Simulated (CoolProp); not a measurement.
Hexamethyldisiloxane (MM) along the isobar 9.51 bar: fugacity coefficient from the reference equation and from simpler models built on Tc = 245.6 °C, pc = 19.31 bar, ω = 0.418; each cubic takes its own stable root.

Model: reference Helmholtz-energy equation of state, Thol 2016, in CoolProp.

```
T (°C)   phase  reference
------  ------  ---------
-59.95  liquid   9.340e-6
-45.75  liquid   4.223e-5
-31.55  liquid  0.0001546
-17.45  liquid  0.0004724
-3.25   liquid   0.001260
10.95   liquid   0.002979
25.05   liquid   0.006326
39.25   liquid    0.01238
53.45   liquid    0.02249
67.55   liquid    0.03817
81.75   liquid    0.06145
95.95   liquid    0.09419
110.05  liquid     0.1379
124.25  liquid     0.1948
138.45  liquid     0.2660
```

How far does each simpler model (van der Waals, Redlich-Kwong, Peng-Robinson) lie from the reference over these 15 states: mean and median of the absolute difference, and the worst?


- van der Waals: mean 18510.6 %, median 1385.5 %, worst +164782.2 % at -59.95 °C and 9.51 bar
- Redlich-Kwong: mean 535.3 %, median 269.7 %, worst +2197.6 % at -59.95 °C and 9.51 bar
- Peng-Robinson: mean 8.3 %, median 2.6 %, worst +38.4 % at -59.95 °C and 9.51 bar
